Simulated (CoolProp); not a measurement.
R404A along the isobar 11900 kPa: density (kg/m³) from the reference equation and from simpler models built on Tc = 72.1 °C, pc = 3735 kPa, ω = 0.293; each cubic takes its own stable root.

The numbers come from the reference Helmholtz-energy equation of state, Lemmon 2003 in CoolProp. It is a pseudo-pure fit of the blend.

```
T (°C)          phase  reference  Redlich-Kwong  Soave-Redlich-Kwong  Peng-Robinson
------  -------------  ---------  -------------  -------------------  -------------
-30.35         liquid       1294           1110                 1145           1289
1.75           liquid       1201           1029                 1062           1195
33.95          liquid       1097          938.6                961.7           1080
66.05          liquid      977.4          837.8                842.5          939.9
98.25   supercritical      830.8          726.7                702.8          773.3
130.35  supercritical      661.0          611.5                559.0          604.3
162.55  supercritical      510.8          505.7                444.4          474.5
194.65  supercritical      412.2          423.6                368.8          390.9
226.85  supercritical      349.3          364.2                318.6          335.7
```
